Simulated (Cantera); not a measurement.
# Stirred combustor or abatement burner

A perfectly stirred reactor is fed with 5.27 % CH4, 19.9 % O2, 74.9 % N2, at 0.600 bar; it is adiabatic with a 800 K inlet, and is followed from long to short residence time, starting on the burning branch (τ in s: 0.4, 0.094, 0.022, 0.0051, 0.0012, 0.00027, 6.4e-05, 1.5e-05, 3.4e-06).

Detailed kinetics in Cantera: GRI-Mech 3.0 (53 species, 325 reactions).

```csv
τ (s),T (K),x CH4,x O2,x H,x NO,x O
0.40,1936,2.38e-6,0.0928,2.13e-5,0.000190,0.000233
0.094,1929,7.06e-6,0.0928,5.27e-5,8.40e-5,0.000422
0.022,1913,1.83e-5,0.0928,0.000183,4.49e-5,0.000954
0.0051,1876,4.70e-5,0.0930,0.000650,2.34e-5,0.00217
0.0012,1809,0.000133,0.0941,0.00190,1.24e-5,0.00423
0.00027,1698,0.000534,0.0989,0.00380,5.60e-6,0.00587
6.4e-5,800,0.0527,0.199,<1e-12,<1e-12,<1e-12
1.5e-5,800,0.0527,0.199,<1e-12,<1e-12,<1e-12
3.4e-6,800,0.0527,0.199,<1e-12,<1e-12,<1e-12
```
x: mole fraction; the columns are a selection and need not sum to one.
